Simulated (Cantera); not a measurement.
A closed system holds: 1 mol Si, a varied amount of Cl₂, 0.93 mol H₂, held at 0.170 bar.

Cantera equilibrium calculation (NASA polynomials, part measured and part estimated; ideal gas, pure solids and liquids). Candidate condensed phases: Si; 19 gas species. The tables' values for SiCl₃ are old estimates. Kinetics and transport are ignored.

Task: What condenses at these points (T in K, n(Cl₂) in mol): (550, 2.5); (550, 0.61); (1550, 0.61); (1550, 1.1); (750, 0.75)?

Result: 
```csv
T (K),n(Cl₂) in mol,condensed phases,Si condensed (%)
550,2.5,gas only,0.0
550,0.61,Si,67.4
1550,0.61,Si,59.1
1550,1.1,Si,22.5
750,0.75,Si,60.3
```
